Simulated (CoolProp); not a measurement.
Computed with CoolProp (reference Helmholtz-energy equation of state, Span 2000).

**Question.** For nitrogen, give the phase and the speed of sound (m/s), viscosity (µPa s), conductivity (mW/(m K)) at 188.2 K and 0.161 bar.

**Answer.** 
- 188.2 K and 0.161 bar: gas; speed of sound 280, viscosity 12.2, conductivity 17.3

Viscosity comes from a separate model (Lemmon 2004). Thermal conductivity comes from a separate model (Lemmon 2004).
